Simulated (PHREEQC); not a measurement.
Dissolve 0.017 mol/kgw NaHSO4, 0.0039 mol/kgw KOH and 0.0011 mol/kgw NaCl at 91 °C. Closed to the air; pH follows from the charge balance.

Computed with PHREEQC (ion-association model, wateq4f.dat).

No solid was allowed to form.

Problem. Order these S species by the share of S that they hold, largest first: HSO4-, SO4-2, KSO4-, NaSO4-.

Solution. HSO4- (52 %), SO4-2 (45 %), NaSO4- (2.6 %), KSO4- (1.4 %)

The pH is 2.43 and the ionic strength 0.0332 mol/kgw. At this temperature some constants are extrapolated from 25 °C, and those without enthalpy data are left unchanged.
